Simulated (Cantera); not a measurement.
Input: 1 mol Pb, 0.73 mol CO₂, 33 mol H₂, held at 1600 K and 0.000200 bar.

Equilibrium computed with Cantera from the NASA thermochemical tables; the gas is ideal and each condensed phase is pure. Candidate condensed phases: C, C₆H₆, C₇H₈, C₈H₁₈, H₂O, Pb, PbO, PbO₂, Pb₃O₄; 113 gas species. Rates play no part.

Base state: H₂ 0.926, Pb 0.0287, CO 0.0208, H₂O 0.0208, H 0.00370, CO₂ 0.000156 (mole fractions); condensed: gas only.

**Question.** What changes in the equilibrium state with this change: CO₂ from 0.73 to 0.39 mol?

**Answer.** 
```csv
species,before,after
H₂,0.926,0.945
Pb,0.0287,0.0290
CO,0.0208,0.0113
H₂O,0.0208,0.0113
CO₂,0.000156,4.48e-5
H,0.00370,0.00374
```
